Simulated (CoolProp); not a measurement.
Values from CoolProp's reference Helmholtz-energy equation of state, Thol 2016.

Question: For hexamethyldisiloxane (MM), give the phase and the cp (kJ/(kg K)), cv (kJ/(kg K)) at 271.1 K and 1.01 bar; 482.4 K and 1.01 bar.

Answer: 
- 271.1 K and 1.01 bar: liquid; cp 1.83, cv 1.48
- 482.4 K and 1.01 bar: gas; cp 1.98, cv 1.93
